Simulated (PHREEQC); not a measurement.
1 kg of water holding 0.032 mol Na2SO4 and 0.0024 mol K2SO4 is evaporated at 90 °C; the solids stay in contact with the brine. No CO2 enters from the air. Only these solids could form: Arcanite, Glaserite, Mirabilite, Misenite, Thenardite.

The series has 28 steps of water left (kg), from 1 to 0.005012.

Model: Pitzer model, pitzer.dat, run in PHREEQC.

Problem. Which solids form, in which order, and at which step of the series does each first stand?

Solution. Thenardite from water left = 0.00903 kg.

At this temperature some constants are extrapolated from 25 °C, and those without enthalpy data are left unchanged.
